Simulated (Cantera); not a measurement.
Mixture: CO : H2 : CH4 : O2 : N2 = 1 : 0.062 : 0.14 : 0.507 : 1.37 (molar parts), equivalence ratio 1.6, at 9.87 atm, adiabatic and at constant pressure. Ignition delay is the time to a rise of 400 K.

Model: GRI-Mech 3.0 (53 species, 325 reactions), integrated in Cantera.

Q: What does this change do: constant volume in place of constant pressure?

A: 
```json
[
 {"quantity": "delay at 1023 K", "before": "2.72 ms", "after": "2.43 ms"},
 {"quantity": "delay at 1173 K", "before": "0.358 ms", "after": "0.321 ms"},
 {"quantity": "delay at 1323 K", "before": "0.109 ms", "after": "97.2 µs"},
 {"quantity": "delay at 1473 K", "before": "38.6 µs", "after": "34.9 µs"},
 {"quantity": "delay at 1623 K", "before": "15.6 µs", "after": "14.3 µs"},
 {"quantity": "apparent activation energy between 1548 and 1698 K", "before": "120 kJ/mol", "after": "120 kJ/mol"}
]
```
